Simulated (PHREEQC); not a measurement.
Model water analysis in mmol/kgw, 80 °C, pH 6.23:

```csv
constituent,mmol/kgw
Na,124
K,5.7
Ca,2.14
Mg,0.213
Cl,402
S(6),0.615
Alkalinity (meq/kgw),0.0347
Li,3.28
```

Valence states are taken as typed.

All values are PHREEQC results (Pitzer model, pitzer.dat), not measurements.

**Question.** The ionic strength comes out as 0.273 mol/kgw. What activity coefficients do SO4-2, K+, Mg+2, Cl-, Ca+2 get?

**Answer.** SO4-2 0.14, K+ 0.68, Mg+2 0.33, Cl- 0.67, Ca+2 0.29. Single-ion values are on the MacInnes scale.

This is a speciation only: nothing precipitates in the calculation. Complexes and solids missing from the database can't appear. At this temperature some constants are extrapolated from 25 °C, and those without enthalpy data are left unchanged.
